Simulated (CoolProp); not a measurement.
A single-stage vapour-compression cycle with n-butane: evaporating at 273.15 K (dew point), condensing at 320.15 K (bubble point), superheat 5 K, subcooling 2 K, compressor efficiency 0.6, no pressure losses. Each further row changes one setting.

Values from CoolProp's reference Helmholtz-energy equation of state, Bücker 2006.

| case | cooling COP | pressure ratio | discharge temperature (K) | refrigerating effect (kJ/kg) | volumetric capacity (kJ/m³) |
|---|---|---|---|---|---|
| as stated | 2.88 | 4.44 | 340.3 | 284 | 767 |
| evaporating temperature 278.15 K | 3.36 | (withheld) | 338.0 | 291 | 935 |
| condensing temperature 315.15 K | 3.32 | (withheld) | 334.6 | 297 | 801 |
| subcooling 7 K | 3.01 | 4.44 | 340.3 | 297 | 801 |
| superheat 15 K | 2.93 | 4.44 | 350.7 | 301 | (withheld) |
| compressor efficiency 0.5 | 2.40 | 4.44 | 350.1 | 284 | 767 |

Some entries are withheld; supply them.


- evaporating temperature 278.15 K, pressure ratio: 3.69
- condensing temperature 315.15 K, pressure ratio: 3.88
- superheat 15 K, volumetric capacity (kJ/m³): 780
